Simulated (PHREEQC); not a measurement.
Solution (80 °C): 0.11 mol/kgw CuCl2, 7.9e-05 mol/kgw H2SO4 and 3.5e-05 mol/kgw H3BO3. Closed to the air; pH follows from the charge balance.

Equilibrium calculation in PHREEQC: ion-association model, wateq4f.dat.

| quantity | before | after |
|---|---|---|
| pH | 3.65 | 3.79 |
| ionic strength (mol/kgw) | 0.205 | 0.0527 |
| SO4-2 (mol/kgw) | 3.94e-5 | 4.36e-5 |
| HSO4- (mol/kgw) | 1.28e-6 | 1.47e-6 |

Question: Which change was made?
A. temperature from 80 to 25 °C
B. CuCl2 left out
C. CuCl2 from 0.11 to 0.022 mol/kgw
D. H3BO3 left out
E. CuCl2 replaced by Cu(NO3)2 at the same molality

Answer: C, CuCl2 from 0.11 to 0.022 mol/kgw

This is a speciation only: nothing precipitates in the calculation. Some of these states are supersaturated (in Atacamite, for instance). Constants without temperature data keep their 25 °C values here.
